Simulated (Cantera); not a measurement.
Input (Python, Cantera) and output of one run.

```python
import numpy as np
import cantera as ct

gas_names = """
    C CH CH2 CH3 CH2OH CH3O CH4 CH3OH CO CO2 COOH C2 C2H CHCO,ketyl C2H2,acetylene C2H2,vinylidene
    CH2CO,ketene C2H3,vinyl CH3CO,acetyl C2H4 C2H4O,ethylen CH3CHO,ethanal CH3COOH (HCOOH)2 C2H5 C2H6
    CH3OCH3 C2H5OH C2O C3 C3H3,propargyl C3H4,allene C3H4,propyne C3H4,cyclo- C3H5,allyl C3H6,propylene
    C3H6,cyclo- C3H6O C3H7,n-propyl C3H7,i-propyl C3H8 C3H8O,1propanol C3H8O,2propanol C3O2 C4 C4H2
    C4H4,1,3-cyclo- C4H6,butadiene C4H6,2-butyne C4H6,cyclo- C4H8,1-butene C4H8,cis2-buten
    C4H8,tr2-butene C4H8,isobutene C4H8,cyclo- (CH3COOH)2 C4H9,n-butyl C4H9,i-butyl C4H9,s-butyl
    C4H9,t-butyl C4H10,isobutane C4H10,n-butane C5 C5H6,1,3cyclo- C5H8,cyclo- C5H10,1-pentene
    C5H10,cyclo- C5H11,pentyl C5H11,t-pentyl C5H12,n-pentane C5H12,i-pentane CH3C(CH3)2CH3 C6H2
    C6H5,phenyl C6H5O,phenoxy C6H6 C6H5OH,phenol C6H10,cyclo- C6H12,1-hexene C6H12,cyclo- C6H13,n-hexyl
    C7H7,benzyl C7H8 C7H8O,cresol C7H14,1-heptene C7H15,n-heptyl C7H16,n-heptane C8H8,styrene
    C8H10,ethylbenz C8H16,1-octene C8H17,n-octyl C8H18,isooctane C8H18,n-octane C9H19,n-nonyl
    C10H8,naphthale C10H21,n-decyl C12H9,o-bipheny C12H10,bipheny H HCO HO2 H2 HCHO,formaldehy HCOOH H2O
    H2O2 O OH O2 O3 Ta TaO TaO2
""".split()
cond_names = """
    C(gr) C6H6(L) C7H8(L) C8H18(L),n-octa H2O(s) H2O(L) Ta(cr) Ta(L) TaC(s) TaC(L) Ta2O5(s) Ta2O5(L)
""".split()


def load(file, names, dense=False):
    # The tables refer to 1 bar. Condensed volumes are neglected.
    table = {s.name: s for s in ct.Species.list_from_file(file)}
    out = []
    for n in names:
        d = dict(table[n].input_data)
        d["thermo"] = dict(d["thermo"], **{"reference-pressure": 1e5})
        if dense:
            d["equation-of-state"] = {"model": "constant-volume", "density": "1e6 g/cm^3"}
        out.append(ct.Species.from_dict(d))
    return out


gas = ct.Solution(thermo="ideal-gas", species=load("nasa_gas.yaml", gas_names))
cond = {s.name: ct.Solution(thermo="fixed-stoichiometry", species=[s], name=s.name)
        for s in load("nasa_condensed.yaml", cond_names, dense=True)}
atoms = {
    'Ta(OEt)5': {'Ta': 1, 'C': 10, 'H': 25, 'O': 5},
    'O2': {'O': 2},
}
top_T = {'C(gr)': 4500}  # K; cautious upper limits of use, not melting points


def equilibrate(T, P, feed):
    n = {}
    for name, mol in feed.items():
        for a, k in atoms[name].items():
            n[a] = n.get(a, 0.0) + k * mol
    gas.TPX = T, P, n
    mass = sum(n.values()) * gas.mean_molecular_weight
    gas.equilibrate("TP")
    valid = [c for c in cond.values() if c.min_temp <= T <= top_T.get(c.name, c.max_temp)]
    mix = ct.Mixture([(gas, mass / gas.mean_molecular_weight)] + [(c, 0.0) for c in valid])
    mix.T, mix.P = T, P
    mix.equilibrate("TP", solver="vcs", rtol=1e-11, max_steps=5000)
    return mix


results = []
feed = {'Ta(OEt)5': 1, 'O2': 0.54}  # mol
T = 1200  # K
P = 10000  # Pa
mix = equilibrate(T, P, feed)
results.append((T, P, feed, dict(zip(mix.species_names, mix.species_moles))))
x = sorted(zip(gas.X, gas.species_names), reverse=True)
print(f"T = {T:g} K  P = {P:g} Pa  gas = {mix.phase_moles(0):.4g} mol")
print("   x: " + "  ".join(f"{s} {v:.3e}" for v, s in x if v > 1e-05))
print("   condensed (mol): " + ("  ".join(f"{mix.phase(i).name} {mix.phase_moles(i):.4g}"
      for i in range(1, mix.n_phases) if mix.phase_moles(i) > 1e-12) or "none"))
```

Output:

```
T = 1200 K  P = 10000 Pa  gas = 18.55 mol
   x: H2 6.718e-01  CO 3.267e-01  CH4 7.129e-04  H2O 5.696e-04  CO2 2.018e-04
   condensed (mol): C(gr) 2.921  TaC(s) 1
```

These are equilibrium values from Cantera (NASA tables, ideal gas, pure condensed phases), not measurements of a reactor. The feed counts by its element totals alone. TaC: taken at fixed stoichiometry. Condensed phases not in the tables: Ta2C.
